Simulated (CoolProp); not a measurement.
A closed Brayton cycle with nitrogen: compressor inlet 316.15 K and 2.5 MPa, high pressure 6.75 MPa, turbine inlet 875 K, compressor efficiency 0.8, turbine efficiency 0.93, recuperator effectiveness 0.95 (on enthalpy, no pinch check). Each further row changes one setting.

The numbers come from the reference Helmholtz-energy equation of state, Span 2000 in CoolProp.

| case | thermal efficiency (%) | net work (kJ/kg) | compressor to turbine work | compressor exit (K) | turbine exit (K) |
|---|---|---|---|---|---|
| as stated | 34.0 | 78.1 | 0.64 | 446.4 | 685.9 |
| turbine inlet 825 K | 30.5 | 65.7 | 0.68 | 446.4 | 645.1 |
| compressor inlet 326.15 K | 32.2 | 73.7 | 0.66 | 460.3 | 685.9 |
| high pressure 5.74 MPa | 35.7 | 71.9 | 0.61 | 422.5 | 713.9 |
| recuperator effectiveness 0.5 | 22.6 | 78.1 | 0.64 | 446.4 | 685.9 |
